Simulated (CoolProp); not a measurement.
Computed with CoolProp (reference Helmholtz-energy equation of state, Thol 2017).

For octamethyltrisiloxane (MDM), give the phase and the density (kg/m³), cp (kJ/(kg K)), cv (kJ/(kg K)), speed of sound (m/s) at 200.2 K and 6.56 bar; 276.9 K and 0.218 bar; 416.7 K and 39.5 bar.


- 200.2 K and 6.56 bar: liquid; density 912, cp 1.64, cv 1.33, speed of sound 1270
- 276.9 K and 0.218 bar: liquid; density 836, cp 1.74, cv 1.43, speed of sound 990
- 416.7 K and 39.5 bar: liquid; density 701, cp 2.07, cv 1.77, speed of sound 591
